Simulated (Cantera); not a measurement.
A closed system holds: 1 mol C2F6, 2.8 mol HCl, 0.1 mol H2, equilibrated at 1000 °C and 1.70 mbar.

Cantera equilibrium calculation (NASA polynomials, part measured and part estimated; ideal gas, pure solids and liquids). The feed counts by its element totals alone. Gases not in the tables: C2F6 and larger saturated fluorocarbons. Equilibrium is a limit: real reactors are often held back by kinetics, nucleation or transport.

```
species            before     after
----------------  -------  --------
HF                  0.452     0.388
HCl                 0.121     0.222
CF4                 0.171     0.202
Cl                 0.0937    0.0192
Cl2                 0.158     0.160
CCl3F             9.52e-7   1.09e-5
CCl2F2            6.12e-5  0.000329
CClF3             0.00329   0.00828
C(graphite), mol     1.09     0.966
```
Gas species are given as mole fractions.

Problem. What was changed between the two runs?
A. pressure from 1.70 mbar to 41.0 mbar
B. temperature from 1000 °C to 2600 °C
C. temperature from 1000 °C to 2975 °C
D. H2 from 0.1 to 16 mol

Solution. A, pressure from 1.70 mbar to 41.0 mbar
